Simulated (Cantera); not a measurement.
Input (Python, Cantera) and output of one run.

```python
import numpy as np
import cantera as ct

gas_names = [...]  # 113 gases of nasa_gas.yaml made of C, H, O, Ti
cond_names = """
    C(gr) C6H6(L) C7H8(L) C8H18(L),n-octa H2O(s) H2O(L) Ti(a) Ti(b) Ti(L) TiC(s) TiC(L) TiO(a) TiO(b)
    TiO(L) TiO2(ru) TiO2(L) Ti2O3(a) Ti2O3(b) Ti2O3(L) Ti3O5(a) Ti3O5(b) Ti3O5(L) Ti4O7(s) Ti4O7(L)
""".split()


# ... load() reads the species with a 1 bar reference pressure and builds the phases ...
atoms = {
    'Ti(OiPr)4': {'Ti': 1, 'C': 12, 'H': 28, 'O': 4},
    'C3H8': {'C': 3, 'H': 8},
    'H2': {'H': 2},
}
top_T = {'C(gr)': 4500}  # K; cautious upper limits of use, not melting points


# ... equilibrate(T, P, feed) seeds the gas with the atoms and calls Mixture.equilibrate('TP', solver="vcs", rtol=1e-11, max_steps=5000) ...
results = []
feed = {'Ti(OiPr)4': 1, 'C3H8': 0.66, 'H2': 110}  # mol
P = 23000  # Pa
for T in [1073, 1173, 1273, 1373, 1473, 1573, 1673, 1773, 1873, 1973, 2073]:
    mix = equilibrate(T, P, feed)
    results.append((T, P, feed, dict(zip(mix.species_names, mix.species_moles))))

top = {s: max(r[3][s] / sum(r[3][g] for g in gas_names) for r in results) for s in gas_names}
cols = sorted((s for s in top if top[s] > 0.001), key=lambda s: -top[s])[:8]
seen = [c for c in cond_names if any(r[3].get(c, 0) > 1e-12 for r in results)]
print("log10 of partial pressures in bar; condensed amounts in mol")
print(f"{'T/K':>10s}" + "".join(f"{s[:9]:>10s}" for s in cols + seen))
for T, P, feed, n in results:
    ng = sum(n[g] for g in gas_names)
    print(f"{T:10.4g}" + "".join(f"{np.log10(max(n[s] / ng * P / 1e5, 1e-99)):10.3f}" for s in cols)
          + "".join(f"{n.get(c, 0):10.4g}" for c in seen))
```

It prints:

```
log10 of partial pressures in bar; condensed amounts in mol
       T/K        H2        CO       CH4         H C2H2,acet     C(gr)    TiC(s)  TiO2(ru)  Ti3O5(b)  Ti4O7(s)
      1073    -0.650    -2.455    -2.637    -8.178    -8.793     10.76         0         1         0         0
      1173    -0.648    -2.398    -3.007    -7.252    -7.861      11.2         0         0         0      0.25
      1273    -0.651    -2.197    -3.330    -6.473    -7.081     9.361    0.7615         0   0.07948         0
      1373    -0.652    -2.152    -3.603    -5.804    -6.415     8.842         1         0         0         0
      1473    -0.652    -2.152    -3.836    -5.224    -5.839     8.897         1         0         0         0
      1573    -0.652    -2.152    -4.040    -4.717    -5.337     8.924         1         0         0         0
      1673    -0.652    -2.152    -4.220    -4.270    -4.896     8.931         1         0         0         0
      1773    -0.652    -2.152    -4.379    -3.872    -4.506     8.921         1         0         0         0
      1873    -0.653    -2.153    -4.520    -3.516    -4.158     8.883         1         0         0         0
      1973    -0.653    -2.153    -4.647    -3.197    -3.847     8.804         1         0         0         0
      2073    -0.655    -2.153    -4.763    -2.907    -3.566     8.659         1         0         0         0
```

Equilibrium computed with Cantera from the NASA thermochemical tables; the gas is ideal and each condensed phase is pure. The feed counts by its element totals alone. Mutual solubility and eutectic melting of coexisting phases are not modelled. TiC: taken at fixed stoichiometry. Condensed phases not in the tables: Magnéli phases beyond Ti4O7.
